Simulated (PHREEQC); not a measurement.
Consider water at 35 °C with 1.7 mmol/kgw K2CO3 and 0.00032 mmol/kgw H4SiO4. Closed to the air; pH follows from the charge balance.

The numbers come from PHREEQC with the ion-association model, wateq4f.dat.

No solid was allowed to form.

Problem. What pH, ionic strength does the model give?

Solution. pH 10.43; ionic strength 0.00451 mol/kgw.

Problem. In which forms is Si present?

Solution. H3SiO4- 85 %, H4SiO4 14 % of the Si.
